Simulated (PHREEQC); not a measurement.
# Brine: speciation

Consider water at 55 °C with 0.55 mol MgCl2 and 0.56 mol Na2SO4 per kg of water. Closed to the air; pH follows from the charge balance.

Equilibrium calculation in PHREEQC: Pitzer model, pitzer.dat.

Precipitation was switched off in this run.

**Question.** Estimate the activity of water.

**Answer.** activity of water 0.949.

At this temperature some constants are extrapolated from 25 °C, and those without enthalpy data are left unchanged.
